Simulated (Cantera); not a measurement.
Gas mixture: 30.6 % CH₃OH, 10.8 % NH₃, 58.6 % H₂O, at 0.0133 bar, frozen composition.

Cantera's kinetic-theory transport with the Lennard-Jones parameters of GRI-Mech 3.0, ideal gas; thermal conductivity in the multicomponent form. Polar gases are described roughly by these parameters. The composition is frozen, though it would react at the higher temperatures.

One state of this run: ρ (kg/m³) = 0.00548; cp (J/kg/K) = 2179; μ (µPa s) = 22.6; λ (mW/m/K) = 69.7; Pr = 0.708; D (cm²/s) NO = 62.5; D (cm²/s) H = 371; D (cm²/s) CO₂ = 47.9. D: mixture-averaged diffusion coefficient of that species in the mixture.

Which value of T (K) does it belong to?
(A) 1900
(B) 900
(C) 1400
(D) 650

D, 650
